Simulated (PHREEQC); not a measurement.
A solution holds 0.0095 mol/kgw Ba(OH)2, at 25 °C and 10 atm. Closed to the air; pH follows from the charge balance.

Equilibrium calculation in PHREEQC: ion-association model, phreeqc.dat.

The pH is 12.19, the ionic strength is 0.0279 mol/kgw and the specific conductance is 4260 µS/cm. The total alkalinity comes out as 19.0 meq/kg.

```csv
species,molality,activity,log γ
OH-,0.0187,0.0159,-0.071
Ba+2,0.00920,0.00488,-0.275
BaOH+,0.000301,0.000258,-0.067
```

No solid was allowed to form. Complexes and solids missing from the database can't appear.
